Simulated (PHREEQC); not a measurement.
Solution (63 °C): 0.003 mol Na2HAsO4 and 0.16 mol NaOH per kg of water. Closed to the air; pH follows from the charge balance.

Equilibrium calculation in PHREEQC: ion-association model, wateq4f.dat.

```json
[
 {"quantity": "pH", "before": "12.01", "after": "3.39"},
 {"quantity": "ionic strength (mol/kgw)", "before": "0.175", "after": "0.161"}
]
```

Problem. What was changed between the two runs?
(A) temperature from 63 to 30 °C
(B) NaOH replaced by NaHF2 at the same molality
(C) Na2HAsO4 replaced by NaHF2 at the same molality
(D) 0.08 mol/kgw H2SO4 added
(E) temperature from 63 to 75 °C

Solution. B, NaOH replaced by NaHF2 at the same molality

This is a speciation only: nothing precipitates in the calculation. Constants without temperature data keep their 25 °C values here.
